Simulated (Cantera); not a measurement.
**Catalytic stagnation flow on Pt**

A jet of CH₄ : O₂ : N₂ = 0.078 : 0.063 : 0.79 (molar parts), equivalence ratio 2.5 at 300 K and 0.148 atm hits a platinum plate 2.9 cm away at a mass flux of 0.059 kg/m²/s; the plate temperature is set and raised in steps from an oxygen-covered start.

Computed with Cantera and Deutschmann's 1995 Pt surface mechanism with GRI-Mech 3.0 gas chemistry. Catalytic surfaces can have several steady states; this one follows from the mechanism file's or the stated starting coverage.

```
plate T (K)  wall x CH₄  wall x O₂  wall x H₂O  wall x OH  wall x CO  wall x CO₂  θ free Pt     θ H*   θ CO*    θ C*
-----------  ----------  ---------  ----------  ---------  ---------  ----------  ---------  -------  ------  ------
900              0.0461     0.0126      0.0609      <1e-8     0.0393     2.35e-5      0.223  0.00146  0.0995   0.676
950              0.0403     0.0106      0.0588      <1e-8     0.0452     2.20e-5      0.256  0.00195  0.0605   0.682
1000             0.0310    0.00771      0.0549      <1e-8     0.0547     3.03e-5      0.316  0.00244  0.0491   0.632
1050             0.0170    0.00406      0.0480      <1e-8     0.0688     8.24e-5      0.461  0.00319  0.0625   0.473
1100            0.00672    0.00169      0.0420      <1e-8     0.0788    0.000549      0.746  0.00388  0.0951   0.155
1150            0.00490    0.00130      0.0400      <1e-8     0.0797     0.00163      0.876  0.00363  0.0715  0.0491
```
x: mole fraction at the wall; θ: surface coverage.
